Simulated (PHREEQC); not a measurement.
Consider water at 25 °C with 0.0079 mol CaSO4 per kg of water. Closed to the air; pH follows from the charge balance.

Computed with PHREEQC (ion-association model, phreeqc.dat).

No solid was allowed to form.

### Question
Estimate the ionic strength.

### Answer
ionic strength 0.0237 mol/kgw.

### Question
In which forms is S present?

### Answer
SO4-2 75 %, CaSO4 25 % of the S.
